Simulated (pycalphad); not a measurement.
CALPHAD calculation (pycalphad, COST 507 light-alloy database (1999)), 1 atm. The database dates from 1999; later assessments differ in places, in temperatures and in the compounds included. Kinetics are ignored, which matters at the lower temperatures.

How does the equilibrium phase assembly of Si-0.79Cu (at.%) change on cooling from 1577 °C to 257 °C?


```csv
T (°C),phases above,phases below
1410.1,liquid,diamond (Si) + liquid
800.5,diamond (Si) + liquid,CU19SI6_ETA + diamond (Si)
```
Changes were sought between steps of 40 K, so a narrower field can be missed.

Database names, with the compositions (at.%) that they take in these runs: CU19SI6_ETA: Cu 76 Si 24.
